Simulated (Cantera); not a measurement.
**Ignition delay**

Mixture: 7.06 % CH4, 17.0 % O2, 63.9 % N2, 12.0 % H2O, at 33.6 atm, adiabatic and at constant volume. Ignition delay is the time to a rise of 400 K.

Computed with Cantera and GRI-Mech 3.0 (53 species, 325 reactions). The pressure lies above the range GRI-Mech 3.0 was tuned for (to about 10 atm).

| T0 (K) | delay (ms) |
|---|---|
| 1275 | 0.499 |
| 1350 | 0.231 |
| 1425 | 0.114 |
| 1500 | 0.0592 |
| 1575 | 0.0317 |
| 1650 | 0.0175 |
| 1725 | 0.00985 |

- apparent activation energy between 1575 and 1725 K = 180 kJ/mol
